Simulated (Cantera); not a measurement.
A Cantera script and what it prints.

```python
import numpy as np
import cantera as ct

gas_names = [...]  # 110 gases of nasa_gas.yaml made of C, H, O
cond_names = """
    C(gr) C6H6(L) C7H8(L) C8H18(L),n-octa H2O(s) H2O(L)
""".split()


# ... load() reads the species with a 1 bar reference pressure and builds the phases ...
atoms = {
    'acetone': {'C': 3, 'H': 6, 'O': 1},
    'CO2': {'C': 1, 'O': 2},
    'H2': {'H': 2},
}
top_T = {'C(gr)': 4500}  # K; cautious upper limits of use, not melting points


# ... equilibrate(T, P, feed) seeds the gas with the atoms and calls Mixture.equilibrate('TP', solver="vcs", rtol=1e-11, max_steps=5000) ...
results = []
feed = {'acetone': 1, 'CO2': 0.083, 'H2': 20}  # mol
T = 2375  # K
P = 10000  # Pa
mix = equilibrate(T, P, feed)
results.append((T, P, feed, dict(zip(mix.species_names, mix.species_moles))))
x = sorted(zip(gas.X, gas.species_names), reverse=True)
print(f"T = {T:g} K  P = {P:g} Pa  gas = {mix.phase_moles(0):.4g} mol")
print("   x: " + "  ".join(f"{s} {v:.3e}" for v, s in x if v > 1e-06))
print("   condensed (mol): " + ("  ".join(f"{mix.phase(i).name} {mix.phase_moles(i):.4g}"
      for i in range(1, mix.n_phases) if mix.phase_moles(i) > 1e-12) or "none"))
```

It prints:

```
T = 2375 K  P = 10000 Pa  gas = 24.69 mol
   x: H2 9.047e-01  CO 4.723e-02  H 4.242e-02  C2H2,acetylene 5.618e-03  CH4 1.521e-05  C4H2 1.434e-05  C2H 1.430e-05  CH3 1.319e-05  C2H2,vinylidene 2.803e-06  CH2 1.230e-06
   condensed (mol): C(gr) 1.636
```

Method: chemical equilibrium by Gibbs-energy minimisation in Cantera with the NASA 1993 tables (ideal gas, pure condensed phases). The feed counts by its element totals alone.
